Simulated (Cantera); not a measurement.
A closed system holds: 1 mol BF3, 36 mol H2, 2.9 mol N2, equilibrated at 1500 K and 75.0 Torr.

Cantera equilibrium calculation (NASA polynomials, part measured and part estimated; ideal gas, pure solids and liquids). Candidate condensed phases: B, BN; 31 gas species. The tables' values for BF2 are old estimates; treat these amounts as uncertain. Kinetics and transport are ignored.

Base state: H2 0.893, N2 0.0701, BF3 0.0189, HF 0.0165, BHF2 0.000782, BF2 0.000181, H 5.26e-5 (mole fractions); condensed: BN(s).

### Question
What changes in the equilibrium state with this change: N2 from 2.9 to 0.37 mol?

### Answer
| species | before | after |
|---|---|---|
| H2 | 0.893 | 0.956 |
| BF3 | 0.0189 | 0.0216 |
| HF | 0.0165 | 0.0125 |
| N2 | 0.0701 | 0.00808 |
| BF | 4.74e-6 | 1.02e-5 |
| BHF2 | 0.000782 | 0.00127 |
| BN(s), mol | 0.207 | 0.136 |
